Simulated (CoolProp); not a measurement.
A closed Brayton cycle with dry air: compressor inlet 314.15 K and 3.8 MPa, high pressure 10.9 MPa, turbine inlet 950 K, compressor efficiency 0.85, turbine efficiency 0.9, recuperator effectiveness 0.8 (on enthalpy, no pinch check). Each further row changes one setting.

Values from CoolProp's reference Helmholtz-energy equation of state, Lemmon 2000. It is a pseudo-pure fit of the blend.

```csv
case,thermal efficiency (%),net work (kJ/kg),compressor to turbine work,compressor exit (K),turbine exit (K)
as stated,33.1,99.2,0.57,444.9,745.6
turbine inlet 900 K,31.2,86.9,0.60,444.9,704.7
compressor inlet 324.15 K,31.9,___,0.59,458.8,745.6
high pressure 9.27 MPa,32.5,___,0.55,422.2,___
recuperator effectiveness 0.5,25.1,99.2,0.57,444.9,745.6
```

Fill in the missing entries.


- compressor inlet 324.15 K, net work (kJ/kg): 94.7
- high pressure 9.27 MPa, net work (kJ/kg): 90.6
- high pressure 9.27 MPa, turbine exit (K): 774.0
